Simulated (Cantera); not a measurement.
**Thermodynamics of carbon deposition, reforming and gasification, feed C₆H₆ + H₂**

Input: 1 mol C₆H₆, 1.5 mol H₂, equilibrated at 7.20 bar.

Equilibrium computed with Cantera from the NASA thermochemical tables; the gas is ideal and each condensed phase is pure. Candidate condensed phases: C, C₆H₆, C₇H₈, C₈H₁₈; 76 gas species. Equilibrium is a limit: real reactors are often held back by kinetics, nucleation or transport.

```tsv
T (°C)	x H₂	x CH₄	x C₂H₂ (acetylene)	x H	x C₂H₆	x C₂H₄	n C(graphite)
425	0.118	0.882	<1e-12	<1e-12	2.78e-5	7.22e-9	3.89
525	0.270	0.730	<1e-12	<1e-12	3.84e-5	9.35e-8	4.10
625	0.476	0.524	2.50e-11	2.82e-11	3.75e-5	5.69e-7	4.45
725	0.678	0.322	7.32e-10	6.60e-10	2.66e-5	1.94e-6	4.90
825	0.822	0.178	1.05e-8	8.36e-9	1.49e-5	4.32e-6	5.32
925	0.905	0.0946	8.96e-8	6.74e-8	7.53e-6	7.34e-6	5.61
1025	0.948	0.0516	5.29e-7	3.89e-7	3.79e-6	1.07e-5	5.78
1125	0.970	0.0296	2.38e-6	1.74e-6	1.99e-6	1.42e-5	5.87
1225	0.982	0.0180	8.65e-6	6.35e-6	1.11e-6	1.78e-5	5.92
1325	0.988	0.0116	2.66e-5	1.97e-5	6.62e-7	2.15e-5	5.95
1425	0.992	0.00782	7.15e-5	5.37e-5	4.16e-7	2.53e-5	5.96
```
x: gas mole fraction; n: condensed amount in mol.

From 425 °C to 1425 °C the condensed part is C(graphite). The main C-bearing gas is CH₄ throughout. The share of C in condensed phases is highest at 1425 °C (99.4 %) and lowest at 425 °C (64.8 %).
